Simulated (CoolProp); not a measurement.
Vapour-liquid equilibrium of CHF3 (R23) (1) + propane (2) at 6.32 bar; x and y are mole fractions of (1).

The numbers come from the multi-fluid Helmholtz-energy mixture model, Penoncello 2003 and Lemmon 2009; pair parameters Bell 2016 in CoolProp.

Q: Give the bubble temperature and the first vapour's composition at x = 0.55, 0.65, 0.75. Is there an azeotrope?

A: x = 0.55: 231.2 K, y = 0.854; x = 0.65: 230.9 K, y = 0.858; x = 0.75: 230.5 K, y = 0.868. y crosses x between x = 0.85 and 0.95: the model has an azeotrope there.

The pair parameters rest on a limited set of measurements; away from them the model extrapolates. With so large a gap from Raoult's law the liquid may split in two, which this calculation doesn't test in full.
